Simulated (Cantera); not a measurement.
# Halide evaporation, hydrolysis and transport: CuF₂ + H₂O + N₂

Charge: 1 mol CuF₂, 1.4 mol H₂O, 3.8 mol N₂, at 1000 Pa.

These are equilibrium values from Cantera (NASA tables, ideal gas, pure condensed phases), not measurements of a reactor. Candidate condensed phases: Cu, CuF₂, CuO, Cu(OH)₂, Cu₂O, H₂O; 45 gas species. Each liquid is taken as pure. Mutual solubility and eutectic melting of coexisting phases are not modelled. Rates play no part.

```csv
T (K),x N₂,x HF,x Cu,x H₂O,x O₂,x CuF,n Cu₂O(s),n Cu₂O(l),n Cu(l)
1098,0.589,0.310,3.12e-9,0.0620,0.0387,2.26e-5,0.500,0,0
1173,0.589,0.310,5.74e-8,0.0621,0.0387,0.000102,0.500,0,0
1248,0.589,0.310,7.39e-7,0.0622,0.0387,0.000377,0.499,0,0
1323,0.589,0.309,7.08e-6,0.0626,0.0386,0.00120,0.496,0,0
1398,0.588,0.306,5.30e-5,0.0635,0.0386,0.00330,0.489,0,0
1473,0.586,0.301,0.000321,0.0657,0.0384,0.00798,0.473,0,0
1548,0.583,0.291,0.00154,0.0694,0.0384,0.0163,0,0.442,0
1623,0.569,0.272,0.00555,0.0736,0.0507,0.0277,0,0.223,0.332
1698,0.552,0.253,0.0155,0.0768,0.0623,0.0381,0,0,0.631
1773,0.537,0.235,0.0394,0.0797,0.0576,0.0476,0,0,0.383
1848,0.511,0.218,0.0823,0.0787,0.0528,0.0520,0,0,0
```
x: gas mole fraction; n: condensed amount in mol.

From 1098 K to 1473 K the condensed part is Cu₂O(s). At 1548 K the condensed part is Cu₂O(l). At 1623 K the condensed part is Cu(l) + Cu₂O(l). From 1698 K to 1773 K the condensed part is Cu(l). At 1848 K nothing is condensed. The main Cu-bearing gas is CuF at 1098 K and Cu at 1848 K. The share of Cu in condensed phases is highest at 1098 K (100.0 %) and lowest at 1848 K (0.0 %).
